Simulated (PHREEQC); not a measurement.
Dissolve 0.069 mol/kgw HF, 0.00013 mol/kgw NaF and 0.071 mol/kgw ZnCl2 at 20 °C. Closed to the air; pH follows from the charge balance.

Model: ion-association model, wateq4f.dat, run in PHREEQC.

No solid was allowed to form.

**Question.** Predict the pH, ionic strength.

**Answer.** pH 2.13; ionic strength 0.206 mol/kgw.

**Question.** In which forms is F present?

**Answer.** HF 65 %, H2F2 19 %, F- 9.5 %, HF2- 3.3 %, ZnF+ 2.5 % of the F.

Complexes and solids missing from the database can't appear. wateq4f.dat counts part of the HF as a dimer, H2F2, which phreeqc.dat doesn't know; its constant is uncertain.
